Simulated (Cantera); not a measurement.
# Diamond growth

A diamond (100) surface in a fixed gas of H2 with x(CH4) = 0.007, x(H) = 0.0003, at 1273 K, 19.5 Torr; coverages are run to steady state.

Model: the Harris–Goodwin 1993 mechanism for the reconstructed diamond (100) surface, integrated in Cantera.

```
x(CH3)   growth (µm/h)  θ c6HH  θ c6H*  θ c6*H   θ c6**    θ c6HM
-------  -------------  ------  ------  ------  -------  --------
1e-06         0.000768   0.513  0.0389   0.435   0.0136   1.31e-6
2.8e-06        0.00215   0.513  0.0389   0.435   0.0136   3.67e-6
7.9e-06        0.00606   0.513  0.0389   0.435   0.0136   1.04e-5
2.2e-05         0.0168   0.513  0.0389   0.435   0.0135   2.88e-5
6.3e-05         0.0478   0.512  0.0388   0.435   0.0134   8.24e-5
0.00018          0.133   0.512  0.0388   0.434   0.0131  0.000234
0.0005           0.348   0.510  0.0386   0.432   0.0123  0.000642
0.0014           0.834   0.507  0.0383   0.429   0.0104   0.00174
0.004             1.70   0.501  0.0377   0.422  0.00728   0.00472
```
θ: site fractions in the mechanism's names (c6HH fully hydrogenated, c6H* and c6*H radical sites, c6** diradical, c6HM methylated).
